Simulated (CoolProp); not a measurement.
The fluid at 293.15 K and 11.2 MPa is throttled through a valve to 0.958 MPa with no heat exchange. The same conditions are run with several fluids, on thermodynamics alone (safety and materials aside).

Model: reference Helmholtz-energy equation of state of each fluid (oxygen: Schmidt 1985; nitrogen: Span 2000; fluorine: de Reuck 1990; normal hydrogen: Leachman 2009; ethylene: Smukala 2000), in CoolProp.

Q: Rank oxygen, nitrogen, fluorine, normal hydrogen, ethylene by temperature change (K), highest first.

A: normal hydrogen (+3.3), fluorine (-18.6), nitrogen (-19.3), oxygen (-26.9), ethylene (-73.1)

```
fluid                                 final phase  final density (kg/m³)
---------------  --------------------------------  ---------------------
oxygen                                        gas                   14.0
nitrogen                                      gas                   11.8
fluorine                                      gas                   16.0
normal hydrogen                               gas                  0.779
ethylene         two-phase, vapour fraction 0.547                   31.1
```
